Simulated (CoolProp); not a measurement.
Vapour-liquid equilibrium of isobutene (1) + n-octane (2) at 43.55 °C; x and y are mole fractions of (1).

Model: multi-fluid Helmholtz-energy mixture model, Lemmon 2005 and Beckmüller 2019; pair parameters Bell 2016, in CoolProp.

| x | bubble pressure, mixture model (MPa) | bubble pressure, Raoult's law (MPa) | y, mixture model | y, Raoult's law |
|---|---|---|---|---|
| 0.05 | 0.02949 | 0.03051 | 0.837 | 0.846 |
| 0.2 | 0.1001 | 0.1072 | 0.957 | 0.963 |
| 0.35 | 0.1709 | 0.1839 | 0.978 | 0.983 |
| 0.5 | 0.2447 | 0.2606 | 0.987 | 0.991 |
| 0.65 | 0.3221 | 0.3372 | 0.993 | 0.995 |
| 0.8 | 0.4029 | 0.4139 | 0.996 | 0.998 |
| 0.95 | 0.4869 | 0.4906 | 0.999 | 0.999 |

The largest gap from Raoult's law is -7.1 % in bubble pressure, at x = 0.35. No azeotrope shows between x = 0.05 and 0.95.

The pair parameters rest on a limited set of measurements; away from them the model extrapolates.
